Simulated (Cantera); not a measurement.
A closed system holds: 1 mol Fe₃O₄, a varied amount of CO, 0.11 mol H₂, held at 1075 K and 48.0 mbar.

Cantera equilibrium calculation (NASA polynomials, part measured and part estimated; ideal gas, pure solids and liquids). Candidate condensed phases: C, C₆H₆, C₇H₈, C₈H₁₈, Fe, Fe(CO)₅, FeO, Fe(OH)₂, Fe(OH)₃, Fe₂O₃, Fe₃O₄, H₂O; 114 gas species. Mutual solubility and eutectic melting of coexisting phases are not modelled. The tables' stoichiometric FeO is somewhat more stable than real wüstite, so its field is too wide. FeO: taken at fixed stoichiometry. Kinetics and transport are ignored.

Problem. At 16 mol CO, list the 4 most abundant gas species with their mole fractions, and the condensed phases.

Solution. CO 0.808, CO₂ 0.185, H₂ 0.00563, H₂O 0.00120. Condensed: Fe(α) + FeO(s).
